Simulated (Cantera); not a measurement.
Charge: 1 mol Si3N4, 0.22 mol CO2, 2.9 mol H2, held at 0.00133 bar.

Cantera equilibrium calculation (NASA polynomials, part measured and part estimated; ideal gas, pure solids and liquids). Candidate condensed phases: C, C6H6, C7H8, C8H18, H2O, Si, SiC, SiO2, Si2N2O, Si3N4; 151 gas species. Mutual solubility and eutectic melting of coexisting phases are not modelled. Gases not in the tables: Si2H6 and higher silanes. Rates play no part.

Problem. Which condensed phases are stable at each of these points (T (K)): 1350, 1425, 1500, 1575, 1650, 1725, 1800, 1875, 1950, 2025?

Solution. 
| T (K) | condensed phases | Si condensed (%) |
|---|---|---|
| 1350 | SiC(s) + Si2N2O(s) + Si3N4(s) | 100.0 |
| 1425 | SiC(s) + Si2N2O(s) + Si3N4(s) | 100.0 |
| 1500 | SiC(s) + Si2N2O(s) + Si3N4(s) | 99.9 |
| 1575 | Si(s) + SiC(s) + Si2N2O(s) + Si3N4(s) | 99.6 |
| 1650 | Si(s) + SiC(s) + Si2N2O(s) | 95.9 |
| 1725 | Si(l) + SiC(s) | 86.1 |
| 1800 | Si(l) + SiC(s) | 86.2 |
| 1875 | Si(l) + SiC(s) | 86.0 |
| 1950 | Si(l) + SiC(s) | 84.6 |
| 2025 | Si(l) + SiC(s) | 79.9 |

From 1350 K to 1500 K the condensed part is SiC(s) + Si2N2O(s) + Si3N4(s). At 1575 K the condensed part is Si(s) + SiC(s) + Si2N2O(s) + Si3N4(s). At 1650 K the condensed part is Si(s) + SiC(s) + Si2N2O(s). From 1725 K to 2025 K the condensed part is Si(l) + SiC(s).
